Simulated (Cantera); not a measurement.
Thermodynamics of oxide etching and cleaning by halides, feed CaO + Cl₂ + N₂

Input: 1 mol CaO, 42 mol Cl₂, 19 mol N₂, at 1.00 bar.

These are equilibrium values from Cantera (NASA tables, ideal gas, pure condensed phases), not measurements of a reactor. Candidate condensed phases: Ca, CaCl₂, CaO; 17 gas species. Condensed phases not in the tables: oxide chlorides. The numbers say what is thermodynamically allowed, not how fast it happens.

From 1375 K to 1675 K the condensed part is CaCl₂(l). From 1725 K to 1775 K nothing is condensed. The main Ca-bearing gas is CaCl₂ throughout.

| T (K) | x Cl₂ | x N₂ | x Cl | x CaCl₂ | x O₂ | n CaCl₂(l) |
|---|---|---|---|---|---|---|
| 1375 | 0.662 | 0.311 | 0.0190 | 0.000226 | 0.00812 | 0.986 |
| 1425 | 0.654 | 0.309 | 0.0278 | 0.000514 | 0.00806 | 0.968 |
| 1475 | 0.644 | 0.307 | 0.0395 | 0.00110 | 0.00798 | 0.932 |
| 1525 | 0.630 | 0.305 | 0.0547 | 0.00223 | 0.00788 | 0.861 |
| 1575 | 0.613 | 0.301 | 0.0740 | 0.00429 | 0.00775 | 0.729 |
| 1625 | 0.590 | 0.296 | 0.0977 | 0.00790 | 0.00758 | 0.493 |
| 1675 | 0.562 | 0.290 | 0.126 | 0.0140 | 0.00737 | 0.0845 |
| 1725 | 0.533 | 0.284 | 0.160 | 0.0150 | 0.00717 | 0 |
| 1775 | 0.501 | 0.278 | 0.199 | 0.0146 | 0.00696 | 0 |
x: gas mole fraction; n: condensed amount in mol.
